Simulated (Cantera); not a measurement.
A closed system holds: 1 mol SiCl4, 0.1 mol HCl, 210 mol H2, at 17.3 Torr.

Equilibrium computed with Cantera from the NASA thermochemical tables; the gas is ideal and each condensed phase is pure. Candidate condensed phases: Si; 19 gas species. Gases not in the tables: Si2H6 and higher silanes. Rates play no part.

Task: Which condensed phases are stable at each of these points (T (K)): 1298, 1398, 1498, 1598, 1698, 1798, 1898, 1998, 2098, 2198, 2298, 2398?

Result: 
```csv
T (K),condensed phases,Si condensed (%)
1298,Si(s),81.4
1398,Si(s),80.2
1498,Si(s),78.9
1598,Si(s),77.5
1698,Si(l),75.8
1798,Si(l),75.1
1898,Si(l),66.2
1998,Si(l),34.0
2098,gas only,0.0
2198,gas only,0.0
2298,gas only,0.0
2398,gas only,0.0
```

From 1298 K to 1598 K the condensed part is Si(s). From 1698 K to 1998 K the condensed part is Si(l). From 2098 K to 2398 K nothing is condensed.
